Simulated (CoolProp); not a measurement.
Vapour pressure (kPa) of carbon dioxide: the reference equation beside estimates from Tc = 31.0 °C, pc = 7377 kPa, ω = 0.224. Clausius-Clapeyron is anchored at -8.45 °C with a constant enthalpy of vaporisation of 11.21 kJ/mol.

Model: reference Helmholtz-energy equation of state, Span 1996, in CoolProp.

```json
[
 {"T (°C)": "-31.65", "reference": "1350", "Lee-Kesler": "1349", "Clausius-Clapeyron": "1697"},
 {"T (°C)": "-25.85", "reference": "?", "Lee-Kesler": "1634", "Clausius-Clapeyron": "1934"},
 {"T (°C)": "-20.05", "reference": "1967", "Lee-Kesler": "1961", "Clausius-Clapeyron": "2192"},
 {"T (°C)": "-14.25", "reference": "2342", "Lee-Kesler": "2334", "Clausius-Clapeyron": "2469"},
 {"T (°C)": "-8.45", "reference": "2767", "Lee-Kesler": "2757", "Clausius-Clapeyron": "2767"},
 {"T (°C)": "-2.65", "reference": "?", "Lee-Kesler": "3233", "Clausius-Clapeyron": "3087"},
 {"T (°C)": "3.15", "reference": "3785", "Lee-Kesler": "?", "Clausius-Clapeyron": "3427"},
 {"T (°C)": "8.95", "reference": "4386", "Lee-Kesler": "4370", "Clausius-Clapeyron": "3789"},
 {"T (°C)": "14.75", "reference": "5057", "Lee-Kesler": "5043", "Clausius-Clapeyron": "4171"},
 {"T (°C)": "20.55", "reference": "5803", "Lee-Kesler": "5795", "Clausius-Clapeyron": "4575"}
]
```

Q: Some entries are withheld; supply them.

A: 
- -25.85, reference: 1637
- -2.65, reference: 3247
- 3.15, Lee-Kesler: 3769

Absolute difference from the reference over all 10 rows, mean and median: Lee-Kesler 0.3 and 0.3 %, Clausius-Clapeyron 12.7 and 12.5 %.
